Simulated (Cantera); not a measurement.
Charge: 1 mol MgO, a varied amount of SO3, 3.7 mol CO2, at 800 K and 180000 Pa.

Equilibrium computed with Cantera from the NASA thermochemical tables; the gas is ideal and each condensed phase is pure. Candidate condensed phases: C, Mg, MgCO3, MgO, MgS, MgSO4, S; 26 gas species. Kinetics and transport are ignored.

Question: Which condensed phases are stable at each of these points (n(SO3) (mol)): 0.28, 0.82, 1.4, 1.9, 2.5, 3, 3.6, 4.1, 4.7?

Answer: 
| n(SO3) (mol) | condensed phases | Mg condensed (%) |
|---|---|---|
| 0.28 | MgO(s) + MgSO4(s) | 100.0 |
| 0.82 | MgO(s) + MgSO4(s) | 100.0 |
| 1.4 | MgSO4(s) | 100.0 |
| 1.9 | MgSO4(s) | 100.0 |
| 2.5 | MgSO4(s) | 100.0 |
| 3 | MgSO4(s) | 100.0 |
| 3.6 | MgSO4(s) | 100.0 |
| 4.1 | MgSO4(s) | 100.0 |
| 4.7 | MgSO4(s) | 100.0 |

From 0.28 mol SO3 to 0.82 mol SO3 the condensed part is MgO(s) + MgSO4(s). From 1.4 mol SO3 to 4.7 mol SO3 the condensed part is MgSO4(s).
